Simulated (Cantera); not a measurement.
Input: 1 mol CCl4, 1.5 mol CH4, at 3077 °C.

Equilibrium computed with Cantera from the NASA thermochemical tables; the gas is ideal and each condensed phase is pure. Candidate condensed phases: C, C6H6, C7H8, C8H18; 91 gas species. Rates play no part.

Problem. Which condensed phases are stable at each of these points (P (Pa)): 1, 5.20, 27, 140, 720, 3700, 19000, 100000?

Solution. 
```json
[
 {"P (Pa)": "1", "condensed phases": "gas only", "C condensed (%)": "0.0"},
 {"P (Pa)": "5.20", "condensed phases": "gas only", "C condensed (%)": "0.0"},
 {"P (Pa)": "27", "condensed phases": "gas only", "C condensed (%)": "0.0"},
 {"P (Pa)": "140", "condensed phases": "gas only", "C condensed (%)": "0.0"},
 {"P (Pa)": "720", "condensed phases": "gas only", "C condensed (%)": "0.0"},
 {"P (Pa)": "3700", "condensed phases": "gas only", "C condensed (%)": "0.0"},
 {"P (Pa)": "19000", "condensed phases": "C(graphite)", "C condensed (%)": "25.5"},
 {"P (Pa)": "100000", "condensed phases": "C(graphite)", "C condensed (%)": "72.2"}
]
```

From 1.00 Pa to 37.0 mbar nothing is condensed. From 0.190 bar to 1.00 bar the condensed part is C(graphite).
